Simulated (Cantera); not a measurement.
Input: 1 mol MgO, 1.1 mol H2S, 0.057 mol H2O, held at 527 °C and 2400 Pa.

Equilibrium computed with Cantera from the NASA thermochemical tables; the gas is ideal and each condensed phase is pure. Candidate condensed phases: H2O, H2SO4, Mg, MgO, Mg(OH)2, MgS, MgSO4, S; 26 gas species. Gases not in the tables: S3 to S7. Equilibrium is a limit: real reactors are often held back by kinetics, nucleation or transport.

Base state: H2S 0.913, H2O 0.0486, H2 0.0259, S2 0.0129 (mole fractions); condensed: MgO(s).

Question: What changes in the equilibrium state with this change: temperature from 527 °C to 925 °C?

Answer: 
```tsv
species	before	after
H2S	0.913	0.466
H2	0.0259	0.328
S2	0.0129	0.164
H2O	0.0486	0.0411
SH	1.59e-6	0.000837
S2O	6.55e-7	1.28e-5
MgO(s), mol	1.00	1.00
```
